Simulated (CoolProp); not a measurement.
A simple Rankine cycle with R141b: condensing at 312.15 K, boiler at 2.31 MPa, turbine inlet 499 K, turbine efficiency 0.6, pump efficiency 0.7, no recuperator. Each further row changes one setting.

Values from CoolProp's reference Helmholtz-energy equation of state, Lemmon 2006. It is a short technical equation, of lower accuracy than the large ones.

```csv
case,thermal efficiency (%),net work (kJ/kg),heat in (kJ/kg),turbine exit temperature (K),volume ratio over the turbine
as stated,13.0,47.6,366,425.4,18.4
condensing temperature 304.15 K,13.9,52.0,375,420.3,24.0
boiler pressure 1.62 MPa,11.8,44.2,374,437.9,12.4
turbine efficiency 0.5,10.7,39.2,366,434.4,18.8
```
